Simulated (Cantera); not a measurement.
Pyrogenic steam for wet oxidation

An isothermal, constant-pressure homogeneous reactor starts with 3.38 % H2, 6.90 % O2, 89.7 % N2, equivalence ratio 0.24, at 898 K and 25000 Pa.

Computed with Cantera and the H2/O2 subset of GRI-Mech 3.0, which has no nitrogen chemistry. Below about 950 K walls govern HO2 and H2O2 in real vessels. The temperature is held fixed by assumption; the heat of reaction is taken as removed at once.

```csv
t (s),x H2,x O2,x OH,x HO2,x H2O2,x H2O
2.00e-6,0.0338,0.0690,<1e-12,<1e-12,<1e-12,<1e-12
1.29e-5,0.0338,0.0690,<1e-12,<1e-12,<1e-12,<1e-12
8.38e-5,0.0338,0.0690,<1e-12,1.85e-12,<1e-12,<1e-12
0.000543,0.0338,0.0690,1.20e-12,2.50e-11,<1e-12,2.49e-11
0.00352,0.0338,0.0690,6.92e-9,1.36e-7,8.76e-11,2.52e-7
0.0228,0.00174,0.0538,1.12e-5,8.47e-6,1.14e-6,0.0326
0.147,0.000633,0.0533,7.57e-7,4.50e-6,4.00e-6,0.0337
0.954,0.000238,0.0531,2.62e-7,2.26e-6,3.39e-6,0.0342
6.18,2.37e-5,0.0530,8.14e-8,3.94e-7,1.51e-7,0.0344
40.0,1.54e-6,0.0530,1.14e-8,3.23e-8,1.12e-9,0.0344
```
x: mole fraction; the columns are a selection and need not sum to one.

Equilibrium at this temperature and pressure: H2 <1e-12, O2 0.0530, OH 7.37e-9, HO2 2.24e-11, H2O2 2.61e-12, H2O 0.0344 (gas phase only).
